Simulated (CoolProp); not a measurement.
Computed with CoolProp (reference Helmholtz-energy equation of state, Beckmüller 2019).

**Question.** For n-octane, give the phase and the Z, isothermal compressibility (1/MPa), expansivity (1/kK) at 403.4 K and 0.61 MPa; 424.9 K and 0.61 MPa; 500.1 K and 0.61 MPa.

**Answer.** 
- 403.4 K and 0.61 MPa: liquid; Z 0.0342, isothermal compressibility 0.00344, expansivity 1.58
- 424.9 K and 0.61 MPa: liquid; Z 0.0336, isothermal compressibility 0.00444, expansivity 1.75
- 500.1 K and 0.61 MPa: gas; Z 0.840, isothermal compressibility 2.01, expansivity 3.69
